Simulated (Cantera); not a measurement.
Mixture: 4.24 % CH4, 0.267 % H2, 20.0 % O2, 75.5 % N2, equivalence ratio 0.43, at 1.40 bar, adiabatic and at constant pressure. Ignition delay is the time to a rise of 400 K.

Computed with Cantera and GRI-Mech 3.0 (53 species, 325 reactions).

Q: Predict: delay at 1075 K; delay at 1125 K; delay at 1175 K; delay at 1225 K; delay at 1275 K; delay at 1325 K; apparent activation energy between 1225 and 1325 K.

A: 
```
Quantity                                                Result
--------------------------------------------------  ----------
delay at 1075 K                                        53.7 ms
delay at 1125 K                                        29.1 ms
delay at 1175 K                                        15.8 ms
delay at 1225 K                                        8.64 ms
delay at 1275 K                                        4.82 ms
delay at 1325 K                                        2.76 ms
apparent activation energy between 1225 and 1325 K  150 kJ/mol
```
